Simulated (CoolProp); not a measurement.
Aqueous sodium chloride as a coolant, 13 % by mass, freezing at -9.0 °C, 1 atm.

Computed with CoolProp (Melinder's fits for secondary coolants).

| T (°C) | conductivity (W/(m K)) | density (kg/m³) | cp (kJ/(kg K)) | viscosity (mPa s) |
|---|---|---|---|---|
| -2.6 | 0.549 | 1101 | 3.576 | 2.41 |
| 4.4 | 0.561 | 1099 | ? | 1.94 |
| 11.5 | ? | ? | 3.604 | 1.58 |
| 18.5 | 0.583 | 1094 | 3.615 | 1.32 |
| 25.5 | 0.594 | 1091 | 3.624 | 1.13 |
| 32.5 | 0.606 | 1088 | 3.631 | 0.978 |
| 39.5 | 0.617 | 1085 | 3.637 | 0.868 |

### Question
Fill in the missing entries.

### Answer

- 4.4, cp (kJ/(kg K)): 3.591
- 11.5, conductivity (W/(m K)): 0.572
- 11.5, density (kg/m³): 1096
